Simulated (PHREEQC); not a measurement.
# Metal-bearing waste water: speciation

Solution (25 °C): 0.0012 mol Al2(SO4)3, 0.023 mol CaCl2 and 0.016 mol H2SO4 per kg of water. Closed to the air; pH follows from the charge balance.

Model: ion-association model, phreeqc.dat, run in PHREEQC.

No solid was allowed to form.

Question: What pH, density, specific conductance does the model give?

Answer: pH 1.69; density 1.001 g/cm³; specific conductance 12900 µS/cm.

Question: In which forms is Ca present?

Answer: Ca+2 82 %, CaSO4 15 %, CaHSO4+ 2.6 % of the Ca.

Complexes and solids missing from the database can't appear.
